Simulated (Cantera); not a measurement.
Adiabatic ignition

An adiabatic, constant-volume homogeneous reactor starts with 14.7 % H2, 17.9 % O2, 67.4 % N2, equivalence ratio 0.41, at 998 K and 12.0 bar.

Model: the H2/O2 subset of GRI-Mech 3.0, which has no nitrogen chemistry, integrated in Cantera. The hydrogen kinetics of GRI-Mech 3.0 are dated; newer H2 mechanisms differ, most at raised pressure. The pressure lies above the range GRI-Mech 3.0 was tuned for (to about 10 atm).

| t (s) | T (K) | P (bar) | x H2 | x O2 | x O | x OH | x HO2 | x H |
|---|---|---|---|---|---|---|---|---|
| 1.00e-6 | 998 | 12.0 | 0.147 | 0.179 | 3.55e-12 | 1.15e-12 | 4.43e-10 | 1.29e-11 |
| 3.10e-6 | 998 | 12.0 | 0.147 | 0.179 | 3.70e-12 | 1.18e-12 | 1.43e-9 | 1.31e-11 |
| 9.63e-6 | 998 | 12.0 | 0.147 | 0.179 | 3.77e-12 | 1.20e-12 | 4.48e-9 | 1.33e-11 |
| 2.99e-5 | 998 | 12.0 | 0.147 | 0.179 | 3.99e-12 | 1.29e-12 | 1.40e-8 | 1.41e-11 |
| 9.28e-5 | 998 | 12.0 | 0.147 | 0.179 | 4.73e-12 | 1.66e-12 | 4.39e-8 | 1.67e-11 |
| 0.000288 | 998 | 12.0 | 0.147 | 0.179 | 7.55e-12 | 3.87e-12 | 1.42e-7 | 2.67e-11 |
| 0.000894 | 998 | 12.0 | 0.147 | 0.179 | 2.33e-11 | 2.22e-11 | 5.67e-7 | 8.23e-11 |
| 0.00278 | 998 | 12.0 | 0.147 | 0.179 | 2.36e-10 | 3.63e-10 | 4.41e-6 | 8.34e-10 |
| 0.00862 | 1007 | 12.1 | 0.146 | 0.179 | 6.77e-9 | 1.50e-8 | 3.18e-5 | 2.38e-8 |
| 0.0267 | 2304 | 25.7 | 0.000196 | 0.113 | 0.000339 | 0.00355 | 1.46e-5 | 2.75e-5 |
| 0.0830 | 2304 | 25.7 | 0.000196 | 0.113 | 0.000339 | 0.00355 | 1.46e-5 | 2.75e-5 |
| 0.258 | 2304 | 25.7 | 0.000196 | 0.113 | 0.000339 | 0.00355 | 1.46e-5 | 2.75e-5 |
| 0.800 | 2304 | 25.7 | 0.000196 | 0.113 | 0.000339 | 0.00355 | 1.46e-5 | 2.75e-5 |
x: mole fraction; the columns are a selection and need not sum to one.

| Property | Value |
|---|---|
| time of steepest temperature rise | 12.3 ms |
| temperature at 0.800 s | 2304 K |
| equilibrium temperature | 2304 K |
| x(H2) at 0.800 s | 0.000196 (gas-phase equilibrium 0.000196) |
| x(O2) at 0.800 s | 0.113 (gas-phase equilibrium 0.113) |
| x(O) at 0.800 s | 0.000339 (gas-phase equilibrium 0.000339) |
